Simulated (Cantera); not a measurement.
Cantera run:

```python
import numpy as np
import cantera as ct

gas_names = """
    C CO CO2 C2 C2O C3 C3O2 C4 C5 O O2 O3 Ti TiO TiO2
""".split()
cond_names = """
    C(gr) Ti(a) Ti(b) Ti(L) TiC(s) TiC(L) TiO(a) TiO(b) TiO(L) TiO2(ru) TiO2(L) Ti2O3(a) Ti2O3(b)
    Ti2O3(L) Ti3O5(a) Ti3O5(b) Ti3O5(L) Ti4O7(s) Ti4O7(L)
""".split()


# ... load() reads the species with a 1 bar reference pressure and builds the phases ...
atoms = {
    'TiO2': {'Ti': 1, 'O': 2},
    'CO': {'C': 1, 'O': 1},
}
top_T = {'C(gr)': 4500}  # K; cautious upper limits of use, not melting points


# ... equilibrate(T, P, feed) seeds the gas with the atoms and calls Mixture.equilibrate('TP', solver="vcs", rtol=1e-11, max_steps=5000) ...
results = []
feed = {'TiO2': 1, 'CO': 2.7}  # mol
P = 86000  # Pa
for T in [948, 1023, 1098, 1173, 1248, 1323, 1398, 1473]:
    mix = equilibrate(T, P, feed)
    results.append((T, P, feed, dict(zip(mix.species_names, mix.species_moles))))
    x = sorted(zip(gas.X, gas.species_names), reverse=True)
    print(f"T = {T:g} K  P = {P:g} Pa  gas = {mix.phase_moles(0):.4g} mol")
    print("   x: " + "  ".join(f"{s} {v:.3e}" for v, s in x if v > 1e-06))
    print("   condensed (mol): " + ("  ".join(f"{mix.phase(i).name} {mix.phase_moles(i):.4g}"
          for i in range(1, mix.n_phases) if mix.phase_moles(i) > 1e-12) or "none"))
```

It prints:

```
T = 948 K  P = 86000 Pa  gas = 1.859 mol
   x: CO 5.479e-01  CO2 4.521e-01
   condensed (mol): C(gr) 0.8407  TiO2(ru) 1
T = 1023 K  P = 86000 Pa  gas = 2.254 mol
   x: CO 8.021e-01  CO2 1.979e-01
   condensed (mol): C(gr) 0.4461  TiO2(ru) 1
T = 1098 K  P = 86000 Pa  gas = 2.528 mol
   x: CO 9.318e-01  CO2 6.817e-02
   condensed (mol): C(gr) 0.1723  TiO2(ru) 1
T = 1173 K  P = 86000 Pa  gas = 2.64 mol
   x: CO 9.771e-01  CO2 2.290e-02
   condensed (mol): C(gr) 0.06045  TiO2(ru) 1
T = 1248 K  P = 86000 Pa  gas = 2.678 mol
   x: CO 9.916e-01  CO2 8.352e-03
   condensed (mol): C(gr) 0.02236  TiO2(ru) 1
T = 1323 K  P = 86000 Pa  gas = 2.691 mol
   x: CO 9.966e-01  CO2 3.375e-03
   condensed (mol): C(gr) 0.009082  TiO2(ru) 1
T = 1398 K  P = 86000 Pa  gas = 2.7 mol
   x: CO 9.967e-01  CO2 3.321e-03
   condensed (mol): TiO2(ru) 0.9641  Ti4O7(s) 0.008966
T = 1473 K  P = 86000 Pa  gas = 2.7 mol
   x: CO 9.947e-01  CO2 5.267e-03
   condensed (mol): TiO2(ru) 0.9431  Ti4O7(s) 0.01422
```

Equilibrium computed with Cantera from the NASA thermochemical tables; the gas is ideal and each condensed phase is pure. Mutual solubility and eutectic melting of coexisting phases are not modelled. Condensed phases not in the tables: Magnéli phases beyond Ti4O7.
